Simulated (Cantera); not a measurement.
A closed system holds: 1 mol SiH2Cl2, 0.29 mol C2H4, 410 mol H2, equilibrated at 20.0 mbar.

Equilibrium computed with Cantera from the NASA thermochemical tables; the gas is ideal and each condensed phase is pure. Candidate condensed phases: C, C6H6, C7H8, C8H18, Si, SiC; 109 gas species. Mutual solubility and eutectic melting of coexisting phases are not modelled. The tables' values for SiCl are old estimates; treat these amounts as uncertain. Gases not in the tables: Si2H6 and higher silanes. Kinetics and transport are ignored.

x: gas mole fraction; n: condensed amount in mol.

```tsv
T (°C)	x H2	x H	x HCl	x Si	x C2H2 (acetylene)	x Cl	n Si(s)	n SiC(s)	n Si(l)
1377	0.995	0.000641	0.00468	1.34e-5	6.99e-9	2.37e-6	0.376	0.580	0
1427	0.994	0.00104	0.00468	3.39e-5	1.61e-8	3.80e-6	0	0.580	0.363
1477	0.993	[?]	0.00468	[?]	[?]	[?]	0	0.580	0.341
1527	0.992	0.00252	0.00469	0.000159	1.01e-7	9.11e-6	0	0.579	0.298
1577	0.991	0.00379	0.00468	0.000322	2.35e-7	1.36e-5	0	0.578	0.215
1627	0.989	0.00558	0.00467	0.000630	5.21e-7	1.99e-5	0	0.575	0.0604
1677	0.986	0.00805	0.00470	0.000794	2.49e-6	2.87e-5	0	0.570	0
1727	0.983	0.0114	0.00472	0.000852	1.48e-5	4.07e-5	0	0.557	0
1777	0.978	0.0159	0.00471	0.000972	7.07e-5	5.65e-5	0	0.504	0
1827	0.972	0.0217	0.00468	0.00128	0.000233	7.69e-5	0	0.350	0
1877	0.963	0.0293	0.00463	0.00188	0.000561	0.000103	0	0.0302	0
1927	0.953	[?]	0.00458	0.00202	0.000606	[?]	0	0	0
1977	0.941	0.0510	0.00452	0.00208	0.000615	0.000177	0	0	0
2027	0.927	0.0659	0.00443	0.00211	0.000618	0.000227	0	0	0
```

Problem. What belongs in the gaps?

Solution. 
- 1927, x H: 0.0389
- 1927, x Cl: 0.000136
- 1477, x H: 0.00164
- 1477, x Si: 7.51e-5
- 1477, x C2H2 (acetylene): 4.14e-8
- 1477, x Cl: 5.96e-6
